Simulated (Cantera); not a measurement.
Input: 1 mol MgO, 3.8 mol SO₃, 3.3 mol N₂, at 16.0 mbar.

Equilibrium computed with Cantera from the NASA thermochemical tables; the gas is ideal and each condensed phase is pure. Candidate condensed phases: Mg, MgO, MgS, MgSO₄, S; 22 gas species. Equilibrium is a limit: real reactors are often held back by kinetics, nucleation or transport.

x: gas mole fraction; n: condensed amount in mol.

| T (K) | x N₂ | x SO₂ | x O₂ | x SO₃ | x NO | x O | n MgSO₄(s) | n MgO(s) |
|---|---|---|---|---|---|---|---|---|
| 1073 | 0.443 | 0.361 | 0.180 | 0.0157 | 4.59e-5 | 4.18e-9 | 1.00 | 0 |
| 1123 | 0.369 | 0.413 | 0.206 | 0.0119 | 7.08e-5 | 1.58e-8 | 0 | 1.00 |
| 1173 | 0.368 | 0.416 | 0.208 | 0.00772 | 0.000108 | 5.04e-8 | 0 | 1.00 |
| 1223 | 0.368 | 0.418 | 0.209 | 0.00518 | 0.000158 | 1.46e-7 | 0 | 1.00 |
| 1273 | 0.367 | 0.419 | 0.210 | ? | ? | ? | 0 | 1.00 |
| 1323 | 0.367 | 0.420 | 0.210 | 0.00255 | 0.000313 | 9.64e-7 | 0 | 1.00 |
| 1373 | 0.367 | 0.421 | 0.210 | 0.00186 | 0.000424 | 2.23e-6 | 0 | 1.00 |
| 1423 | 0.367 | 0.421 | 0.210 | ? | ? | ? | 0 | 1.00 |
| 1473 | 0.366 | 0.421 | 0.210 | 0.00105 | 0.000730 | 1.01e-5 | 0 | 1.00 |
| 1523 | 0.366 | 0.422 | 0.210 | 0.000814 | 0.000933 | 2.00e-5 | 0 | 1.00 |

Q: Some entries are withheld; supply them.

A: 
- 1423, x SO₃: 0.00138
- 1423, x NO: 0.000562
- 1423, x O: 4.88e-6
- 1273, x SO₃: 0.00358
- 1273, x NO: 0.000226
- 1273, x O: 3.89e-7
